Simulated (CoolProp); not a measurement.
Computed with CoolProp (reference Helmholtz-energy equation of state, Wagner 2002).

Problem. Give the vapour pressure (kPa), enthalpy of vaporisation (kJ/kg), liquid conductivity (mW/(m K)) of saturated water at 213.25, 271.55 °C.

Solution. 
```tsv
T (°C)	p (kPa)	enthalpy of vaporisation (kJ/kg)	liquid conductivity (mW/(m K))
213.25	2030	1890	651
271.55	5640	1600	592
```

Thermal conductivity comes from a separate model (Huber 2012).
